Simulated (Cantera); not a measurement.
Cantera run:

```python
import numpy as np
import cantera as ct

gas_names = """
    N2 H2S NH3 S2
""".split()
cond_names = """

""".split()


# ... load() reads the species with a 1 bar reference pressure and builds the phases ...
species = {s.name: s for s in load("nasa_gas.yaml", gas_names) + load("nasa_condensed.yaml", cond_names)}
# Each term lists the table entries of one substance; the one whose range holds T is used.
reactions = {
    '2 N2(g) + 6 H2S(g) = 4 NH3(g) + 3 S2(g)':
        [(-2, ['N2']), (-6, ['H2S']), (4, ['NH3']), (3, ['S2'])],
}


def pick(names, T):
    return next(species[n] for n in names if species[n].thermo.min_temp <= T <= species[n].thermo.max_temp)


results = []
for label, terms in reactions.items():
    print(label)
    print("     T/K   dH/kJ  dS/(J/K)   dG/kJ   log10 K")
    for T in [1125, 1225, 1325, 1425, 1525, 1625, 1725, 1825, 1925, 2025, 2125]:
        used = [(nu, pick(names, T)) for nu, names in terms]
        dH = sum(nu * s.thermo.h(T) for nu, s in used) / 1e6
        dS = sum(nu * s.thermo.s(T) for nu, s in used) / 1e3
        dG = dH - T * dS / 1e3
        logK = -dG * 1e6 / (ct.gas_constant * T * np.log(10))
        results.append((label, T, dH, dS, dG, logK, [s.name for _, s in used]))
        print(f"{T:8g} {dH:8.1f} {dS:8.1f} {dG:8.1f} {logK:8.2f}")
```

Result:

```
2 N2(g) + 6 H2S(g) = 4 NH3(g) + 3 S2(g)
     T/K   dH/kJ  dS/(J/K)   dG/kJ   log10 K
    1125    318.5   -174.3    514.5   -23.89
    1225    318.3   -174.4    531.9   -22.68
    1325    318.2   -174.5    549.4   -21.66
    1425    318.2   -174.5    566.8   -20.78
    1525    318.4   -174.4    584.3   -20.01
    1625    318.7   -174.2    601.7   -19.34
    1725    319.1   -173.9    619.1   -18.75
    1825    319.6   -173.6    636.5   -18.22
    1925    320.3   -173.3    653.8   -17.74
    2025    321.1   -172.9    671.1   -17.31
    2125    322.0   -172.4    688.4   -16.92
```

Source: NASA polynomial tables (part measured, part estimated), evaluated in Cantera. Condensed species are held in their standard states even where they would react or evaporate.
